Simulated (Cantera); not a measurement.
## Gas-phase reforming

An isothermal, constant-pressure homogeneous reactor starts with CH₄ : CO₂ : H₂ = 1 : 1.8 : 1.2 (molar parts), at 1875 K and 7.80 bar.

Cantera simulation using GRI-Mech 3.0 (53 species, 325 reactions); the numbers are that mechanism's predictions, not measurements.

```tsv
t (s)	x CH₄	x CO₂	x H₂	x HO₂	x CH₂O	x HCO	x H
2.00e-5	0.240	0.442	0.300	2.72e-12	2.37e-5	7.21e-8	0.000101
5.11e-5	0.227	0.427	0.302	3.00e-12	2.34e-5	7.47e-8	0.000103
0.000131	0.196	0.390	0.305	3.49e-12	2.09e-5	7.46e-8	0.000106
0.000334	0.144	0.313	0.301	3.97e-12	1.67e-5	8.26e-8	0.000110
0.000855	0.0804	0.195	0.274	3.89e-12	1.22e-5	1.08e-7	0.000112
0.00219	0.0363	0.0981	0.252	3.29e-12	7.46e-6	1.39e-7	0.000117
0.00559	0.0220	0.0697	0.279	2.31e-12	4.01e-6	1.65e-7	0.000128
0.0143	0.0176	0.0546	0.323	1.28e-12	2.20e-6	1.92e-7	0.000136
0.0366	0.0123	0.0406	0.371	<1e-12	1.22e-6	2.22e-7	0.000145
0.0935	0.00626	0.0311	0.407	<1e-12	8.09e-7	2.45e-7	0.000151
0.239	0.00139	0.0273	0.424	<1e-12	6.42e-7	2.54e-7	0.000153
0.612	2.64e-5	0.0268	0.427	<1e-12	6.03e-7	2.55e-7	0.000154
1.56	2.11e-6	0.0267	0.427	<1e-12	6.02e-7	2.56e-7	0.000154
4.00	2.11e-6	0.0267	0.427	<1e-12	6.02e-7	2.56e-7	0.000154
```
x: mole fraction; the columns are a selection and need not sum to one.

Equilibrium at this temperature and pressure: CH₄ 2.32e-6, CO₂ 0.0267, H₂ 0.427, HO₂ <1e-12, CH₂O 6.02e-7, HCO 2.56e-7, H 0.000154 (gas phase only).
